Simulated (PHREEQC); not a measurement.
Consider water at 25 °C with 0.016 mol/kgw MnCl2. Closed to the air; pH follows from the charge balance.

Equilibrium calculation in PHREEQC: ion-association model, wateq4f.dat.

Each row changes one thing in this solution. Precipitation was switched off in this run.

| case | pH | ionic strength (mol/kgw) | Mn+2 (mol/kgw) | MnCl+ (mol/kgw) | MnCl2 (mol/kgw) | MnOH+ (mol/kgw) | SI of Pyrochroite (Mn(OH)2) |
|---|---|---|---|---|---|---|---|
| as made | 6.34 | 0.0461 | 0.0151 | 0.000925 | 8.42e-6 | 5.04e-7 | -4.65 |
| diluted 5-fold with water | 6.59 | 0.00949 | 0.00314 | 5.51e-5 | 1.25e-7 | 2.37e-7 | -4.69 |
| MnCl2 from 0.016 to 0.08 mol/kgw | 6.11 | 0.214 | 0.0672 | 0.0124 | 0.000392 | 9.63e-7 | -4.65 |
| diluted 10-fold with water | 6.69 | 0.00477 | 0.00158 | 1.54e-5 | 1.85e-8 | 1.63e-7 | -4.74 |
| MnCl2 from 0.016 to 0.024 mol/kgw | 6.28 | 0.0683 | 0.0222 | 0.00182 | 2.30e-5 | 5.99e-7 | -4.65 |
| 0.0023 mol/kgw CsOH added | 10.04 | 0.0443 | 0.0130 | 0.000810 | 7.46e-6 | 0.00217 | +2.68 |

Species that the database lacks are ignored. Some of these states are supersaturated (in Pyrochroite, for instance).
